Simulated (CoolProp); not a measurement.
R22 along the isotherm -8.05 °C: density (kg/m³) from the reference equation and from simpler models built on Tc = 96.1 °C, pc = 4.990 MPa, ω = 0.221; each cubic takes its own stable root.

Computed with CoolProp (reference Helmholtz-energy equation of state, Kamei 1995).

```tsv
p (MPa)	phase	reference	van der Waals	Redlich-Kwong	Peng-Robinson
0.0237	gas	0.9345	0.9326	0.9336	0.9341
0.0486	gas	1.927	1.919	1.923	1.925
0.0998	gas	4.002	3.967	3.984	3.995
0.205	gas	8.428	8.267	8.345	8.390
0.421	liquid	1309	17.52	17.90	(withheld)
0.864	liquid	(withheld)	38.80	1142	1340
1.77	liquid	1313	794.5	1148	1345
3.64	liquid	(withheld)	808.1	1159	(withheld)
7.49	liquid	1331	830.4	(withheld)	1369
```

### Question
Fill in the missing entries.

### Answer

- 0.421, Peng-Robinson: 1338
- 0.864, reference: 1310
- 3.64, reference: 1319
- 3.64, Peng-Robinson: 1353
- 7.49, Redlich-Kwong: 1179

At some of these states van der Waals, Redlich-Kwong gives the other phase, because its saturation line lies elsewhere.
